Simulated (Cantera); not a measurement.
Charge: 1 mol C₂H₄, 0.097 mol O₂, 20 mol H₂, at 0.00133 bar.

Cantera equilibrium calculation (NASA polynomials, part measured and part estimated; ideal gas, pure solids and liquids). Candidate condensed phases: C, C₆H₆, C₇H₈, C₈H₁₈, H₂O; 110 gas species. Rates play no part.

Task: At 1773 K, list the 4 most abundant gas species with their mole fractions, and the condensed phases.

Result: H₂ 0.983, CO 0.00871, H 0.00773, C₂H₂ (acetylene) 0.000138. Condensed: C(graphite).
